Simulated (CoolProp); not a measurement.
Nitrogen at 89.05 K and 1.45 MPa is throttled through a valve to 0.387 MPa with no heat exchange. Each further row changes one setting.

The numbers come from the reference Helmholtz-energy equation of state, Span 2000 in CoolProp.

| case | temperature change (K) | final phase | final density (kg/m³) |
|---|---|---|---|
| as stated | +0.3 | liquid | 749 |
| outlet pressure 0.116 MPa | -10.5 | two-phase, vapour fraction 0.115 | 43.4 |
| outlet pressure 0.503 MPa | +0.2 | liquid | 749 |
